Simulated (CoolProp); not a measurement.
Vapour-liquid equilibrium of n-butane (1) + cyclohexane (2) at 284 kPa; x and y are mole fractions of (1).

The numbers come from the multi-fluid Helmholtz-energy mixture model, Bücker 2006 and Zhou 2014; pair parameters Bell 2016 in CoolProp.

| x | bubble temperature, mixture model (K) | bubble temperature, Raoult's law (K) | y, mixture model | y, Raoult's law |
|---|---|---|---|---|
| 0.05 | 383.7 | 379.8 | 0.220 | 0.305 |
| 0.2 | 359.3 | 353.5 | 0.649 | 0.718 |
| 0.35 | 340.5 | 337.0 | 0.839 | 0.864 |
| 0.5 | 327.1 | 325.6 | 0.922 | 0.930 |
| 0.65 | 317.6 | 317.1 | 0.961 | 0.965 |
| 0.8 | 310.6 | 310.3 | 0.982 | 0.985 |
| 0.95 | 305.0 | 304.8 | 0.996 | 0.997 |

The largest gap from Raoult's law is +5.8 K in bubble temperature, at x = 0.2. No azeotrope shows between x = 0.05 and 0.95.

The pair parameters rest on a limited set of measurements; away from them the model extrapolates.
